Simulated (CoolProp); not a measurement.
The fluid at 468.27 K and 13.6 MPa (stagnation) flows isentropically through a choked orifice. The same conditions are run with several fluids, on thermodynamics alone (safety and materials aside).

Model: reference Helmholtz-energy equation of state of each fluid (carbon dioxide: Span 1996; nitrous oxide: Lemmon 2006; methane: Setzmann 1991; dry air: Lemmon 2000; R22: Kamei 1995), in CoolProp. Blends and air are pseudo-pure fits.

Rank carbon dioxide, nitrous oxide, methane, dry air, R22 by throat to inlet pressure ratio, highest first.

R22 (0.582), nitrous oxide (0.553), carbon dioxide (0.550), methane (0.544), dry air (0.514)

```
fluid           mass flux (kg/(m² s))  throat temperature (K)
--------------  ---------------------  ----------------------
carbon dioxide                  32500                   410.4
nitrous oxide                   32700                   411.4
methane                         18500                   412.5
dry air                         25400                   386.7
R22                             53100                   429.0
```
